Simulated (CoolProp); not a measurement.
Vapour pressure (MPa) of R152A: the reference equation beside estimates from Tc = 386.4 K, pc = 4.517 MPa, ω = 0.275. Clausius-Clapeyron is anchored at 216 K with a constant enthalpy of vaporisation of 23.61 kJ/mol.

Values from CoolProp's reference Helmholtz-energy equation of state, Outcalt 1996. It is a modified Benedict-Webb-Rubin equation, recast in Helmholtz form.

```
T (K)  reference  Lee-Kesler  Clausius-Clapeyron  van der Waals  Redlich-Kwong  Soave-Redlich-Kwong  Peng-Robinson
-----  ---------  ----------  ------------------  -------------  -------------  -------------------  -------------
207.8    0.01056    0.009792             0.01068         0.2023        0.02650             0.009996        0.01054
211.9    0.01385     0.01293             0.01391         0.2287        0.03364              0.01317        0.01380
216      0.01794     0.01686             0.01794         0.2575        0.04222              0.01714        0.01786
220.2    0.02311     0.02188             0.02305         0.2895        0.05269              0.02219        0.02300
224.3    0.02928     0.02789             0.02917         0.3233        0.06477              0.02824        0.02912
228.4    0.03673     0.03521             0.03662         0.3597        0.07889              0.03557        0.03653
232.5    0.04565     0.04401             0.04560         0.3988        0.09526              0.04439        0.04539
236.6    0.05624     0.05452             0.05634         0.4407         0.1141              0.05489        0.05592
240.7    0.06873     0.06695             0.06912         0.4855         0.1356              0.06731        0.06833
```

Absolute difference from the reference over all 9 rows, mean and median: Lee-Kesler 4.8 and 4.7 %, Clausius-Clapeyron 0.4 and 0.3 %, van der Waals 1089.1 and 1004.2 %, Redlich-Kwong 122.4 and 121.2 %, Soave-Redlich-Kwong 3.6 and 3.6 %, Peng-Robinson 0.5 and 0.5 %.
